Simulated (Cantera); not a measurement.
A perfectly stirred reactor is fed with CO : H₂ : O₂ : N₂ = 1 : 0.32 : 1.12 : 11.1 (molar parts), equivalence ratio 0.59, at 0.840 bar; it is adiabatic with a 700 K inlet, and is followed from long to short residence time, starting on the burning branch (τ in s: 0.12, 0.048, 0.02, 0.0082, 0.0034, 0.0014, 0.00058, 0.00024, 0.0001, 4.1e-05, 1.7e-05).

Cantera simulation using GRI-Mech 3.0 (53 species, 325 reactions); the numbers are that mechanism's predictions, not measurements.

**Question.** What does this change do: inlet temperature 700 to 425 K?

**Answer.** 
```
quantity                                                                       before                               after
------------------------------------------------  -----------------------------------  ----------------------------------
blow-out, bracketed by the residence times tried  burning at 1.40 ms, out at 0.580 ms  burning at 20.0 ms, out at 8.20 ms
x(CO) at τ = 0.120 s                                                          0.00126                             0.00196
x(H₂) at τ = 0.120 s                                                          9.79e-5                            0.000112
x(O₂) at τ = 0.120 s                                                           0.0361                              0.0366
x(H₂O₂) at τ = 0.120 s                                                        1.01e-7                             3.50e-7
x(NO) at τ = 0.120 s                                                          7.43e-6                             1.01e-6
x(CO) at τ = 1.40 ms                                                           0.0230                              0.0739
x(H₂) at τ = 1.40 ms                                                          0.00129                              0.0236
x(O₂) at τ = 1.40 ms                                                           0.0464                              0.0827
x(H₂O₂) at τ = 1.40 ms                                                        8.85e-7                              <1e-12
x(NO) at τ = 1.40 ms                                                          4.28e-6                              <1e-12
```

**Question.** What does this change do: H2 0.32 to 0.45 parts?

**Answer.** 
```csv
quantity,before,after
"blow-out, bracketed by the residence times tried","burning at 1.40 ms, out at 0.580 ms","burning at 0.580 ms, out at 0.240 ms"
x(CO) at τ = 0.120 s,0.00126,0.00127
x(H₂) at τ = 0.120 s,9.79e-5,0.000149
x(O₂) at τ = 0.120 s,0.0361,0.0309
x(H₂O₂) at τ = 0.120 s,1.01e-7,9.15e-8
x(NO) at τ = 0.120 s,7.43e-6,9.94e-6
x(CO) at τ = 1.40 ms,0.0230,0.0180
x(H₂) at τ = 1.40 ms,0.00129,0.00164
x(O₂) at τ = 1.40 ms,0.0464,0.0389
x(H₂O₂) at τ = 1.40 ms,8.85e-7,8.05e-7
x(NO) at τ = 1.40 ms,4.28e-6,8.54e-6
```

**Question.** What does this change do: 1.2 parts CO2 added?

**Answer.** 
```tsv
quantity	before	after
blow-out, bracketed by the residence times tried	burning at 1.40 ms, out at 0.580 ms	burning at 3.40 ms, out at 1.40 ms
x(CO) at τ = 0.120 s	0.00126	0.00177
x(H₂) at τ = 0.120 s	9.79e-5	8.74e-5
x(O₂) at τ = 0.120 s	0.0361	0.0334
x(H₂O₂) at τ = 0.120 s	1.01e-7	1.53e-7
x(NO) at τ = 0.120 s	7.43e-6	3.02e-6
x(CO) at τ = 1.40 ms	0.0230	0.0678
x(H₂) at τ = 1.40 ms	0.00129	0.0217
x(O₂) at τ = 1.40 ms	0.0464	0.0760
x(H₂O₂) at τ = 1.40 ms	8.85e-7	<1e-12
x(NO) at τ = 1.40 ms	4.28e-6	<1e-12
```
